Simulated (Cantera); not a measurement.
A freely propagating, adiabatic, planar premixed flame of CO : H2 : CH4 : O2 : N2 : H2O = 1 : 0.19 : 1 : 2.16 : 8.65 : 3.8 (molar parts), equivalence ratio 1.2, unburnt at 423 K and 1.00 bar; mixture-averaged transport, grid criteria slope 0.08 and curve 0.16, no radiation.

Computed with Cantera and GRI-Mech 3.0 (53 species, 325 reactions). Burning velocities carry a grid error of a few per cent, more on coarse grids.

Question: Predict: laminar burning velocity; thermal thickness; peak x(H); peak x(CH3).

Answer: 
```json
{
 "laminar_burning_velocity": "26.2 cm/s",
 "thermal_thickness": "0.819 mm",
 "peak x(H)": "0.00371",
 "peak x(CH3)": "0.000878"
}
```
